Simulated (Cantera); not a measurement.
What does this Cantera script print?

```python
import numpy as np
import cantera as ct

gas_names = """
    H H2 Hg N NH NH2 NH3 N2 N2H2 N2H4
""".split()
cond_names = """
    Hg(cr) Hg(L)
""".split()


# ... load() reads the species with a 1 bar reference pressure and builds the phases ...
atoms = {
    'Hg': {'Hg': 1},
    'H2': {'H': 2},
    'N2': {'N': 2},
}
top_T = {}  # K; cautious upper limits of use, not melting points


# ... equilibrate(T, P, feed) seeds the gas with the atoms and calls Mixture.equilibrate('TP', solver="vcs", rtol=1e-11, max_steps=5000) ...
results = []
feed = {'Hg': 1, 'H2': 4.8, 'N2': 0.24}  # mol
T = 750  # K
P = 180000  # Pa
mix = equilibrate(T, P, feed)
results.append((T, P, feed, dict(zip(mix.species_names, mix.species_moles))))
x = sorted(zip(gas.X, gas.species_names), reverse=True)
print(f"T = {T:g} K  P = {P:g} Pa  gas = {mix.phase_moles(0):.4g} mol")
print("   x: " + "  ".join(f"{s} {v:.3e}" for v, s in x if v > 1e-06))
print("   condensed (mol): " + ("  ".join(f"{mix.phase(i).name} {mix.phase_moles(i):.4g}"
      for i in range(1, mix.n_phases) if mix.phase_moles(i) > 1e-12) or "none"))
```

It prints:

```
T = 750 K  P = 180000 Pa  gas = 6.032 mol
   x: H2 7.938e-01  Hg 1.658e-01  N2 3.914e-02  NH3 1.287e-03
   condensed (mol): none
```

Equilibrium computed with Cantera from the NASA thermochemical tables; the gas is ideal and each condensed phase is pure.
